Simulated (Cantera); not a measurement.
A freely propagating, adiabatic, planar premixed flame of CO : H₂ : O₂ : N₂ = 1 : 0.4 : 0.737 : 2.77 (molar parts), equivalence ratio 0.95, unburnt at 425 K and 1650 Torr; mixture-averaged transport, grid criteria slope 0.08 and curve 0.16, no radiation.

Model: GRI-Mech 3.0 (53 species, 325 reactions), integrated in Cantera. The hydrogen kinetics of GRI-Mech 3.0 are dated; newer H2 mechanisms differ, most at raised pressure. Burning velocities carry a grid error of a few per cent, more on coarse grids.

Predict: laminar burning velocity; thermal thickness; peak x(OH).


```json
{
 "laminar_burning_velocity": "119 cm/s",
 "thermal_thickness": "0.226 mm",
 "peak x(OH)": "0.00860"
}
```
